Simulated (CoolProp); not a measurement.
Vapour-liquid equilibrium of ethylbenzene (1) + o-xylene (2) at 228 kPa; x and y are mole fractions of (1).

Model: multi-fluid Helmholtz-energy mixture model, Zhou 2012 and Zhou 2012; pair parameters Bell 2016, in CoolProp.

Task: Give the bubble temperature and the first vapour's composition at x = 0.125, 0.275, 0.35. Is there an azeotrope?

Result: x = 0.125: 176.7 °C, y = 0.146; x = 0.275: 175.2 °C, y = 0.314; x = 0.35: 174.5 °C, y = 0.394. No azeotrope shows between x = 0.05 and 0.95.

The pair parameters rest on a limited set of measurements; away from them the model extrapolates.
